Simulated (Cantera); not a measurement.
# Iron carbonyl, mercury and lead vapours: Pb + CO + N₂

Charge: 1 mol Pb, 3.3 mol CO, 0.1 mol N₂, at 5.90 bar.

Equilibrium computed with Cantera from the NASA thermochemical tables; the gas is ideal and each condensed phase is pure. Candidate condensed phases: C, Pb, PbO, PbO₂, Pb₃O₄; 27 gas species. Rates play no part.

| T (K) | x CO | x CO₂ | x N₂ | x Pb | n C(graphite) | n Pb(l) |
|---|---|---|---|---|---|---|
| 750 | 0.0168 | 0.927 | 0.0567 | 1.61e-9 | 1.64 | 1.00 |
| 825 | 0.0578 | 0.887 | 0.0555 | 2.43e-8 | 1.60 | 1.00 |
| 900 | 0.155 | 0.792 | 0.0527 | 2.32e-7 | 1.50 | 1.00 |
| 975 | 0.331 | 0.621 | 0.0477 | 1.55e-6 | 1.30 | 1.000 |
| 1050 | 0.561 | 0.398 | 0.0411 | 7.89e-6 | 0.967 | 1.000 |
| 1125 | 0.764 | 0.201 | 0.0353 | 3.21e-5 | 0.569 | 1.000 |
| 1200 | 0.881 | 0.0866 | 0.0320 | 0.000109 | 0.271 | 1.000 |
| 1275 | 0.933 | 0.0360 | 0.0305 | 0.000320 | 0.118 | 0.999 |
| 1350 | 0.954 | 0.0156 | 0.0298 | 0.000829 | 0.0524 | 0.997 |
| 1425 | 0.961 | 0.00728 | 0.0296 | 0.00194 | 0.0246 | 0.993 |
| 1500 | 0.963 | 0.00363 | 0.0294 | 0.00416 | 0.0123 | 0.986 |
| 1575 | 0.961 | 0.00193 | 0.0292 | 0.00828 | 0.00659 | 0.972 |
x: gas mole fraction; n: condensed amount in mol.

From 750 K to 1575 K the condensed part is C(graphite) + Pb(l).
